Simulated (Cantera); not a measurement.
# SiF4 + NH3 + H2 (silicon nitride deposition)

Charge: 1 mol SiF4, a varied amount of NH3, 0.17 mol H2, held at 10.0 mbar.

Equilibrium computed with Cantera from the NASA thermochemical tables; the gas is ideal and each condensed phase is pure. Candidate condensed phases: Si, Si3N4; 37 gas species. The tables' values for SiF2, SiF3 are old estimates. The numbers say what is thermodynamically allowed, not how fast it happens.

Stable condensed phases:

```
T in °C \ n(NH3) in mol
         0.23 0.28 0.34 0.41 0.51 0.62 0.76 0.93  1.1  1.4  1.7
   1725     A    A    A    A    A    A    A    A    A    A    A
   1625     A    A    A    A    A    A    A    A    A    A    A
   1525     A    A    A    A    A    A    A    A    A    A    A
   1425     A    A    A    A    A    A    A    A    A    A    A
   1325     A    A    A    A    A    A    A    A    A    A    A
   1225     A    A    A    A    A    A    A    A    A    A    A
   1125     A    A    A    A    A    A    A    A    A    A    A
   1025     A    A    A    A    A    A    A    A    A    A    A
    925     A    A    A    A    A    A    A    A    A    B    B
    825     A    A    A    A    A    A    B    B    B    B    B
    725     A    A    A    A    B    B    B    B    B    B    B
```

A: gas only; B: Si3N4.
